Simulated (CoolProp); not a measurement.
Vapour-liquid equilibrium of R134a (1) + R245fa (2) at 0.082 bar; x and y are mole fractions of (1).

The numbers come from the multi-fluid Helmholtz-energy mixture model, Tillner-Roth 1994 and Akasaka 2015; pair parameters Akasaka 2014 in CoolProp.

**Question.** Give the bubble temperature and the first vapour's composition at x = 0.05, 0.2, 0.875. Is there an azeotrope?

**Answer.** x = 0.05: 233.2 K, y = 0.318; x = 0.2: 223.0 K, y = 0.720; x = 0.875: 205.2 K, y = 0.990. No azeotrope shows between x = 0.05 and 0.95.

The pair parameters rest on a limited set of measurements; away from them the model extrapolates.
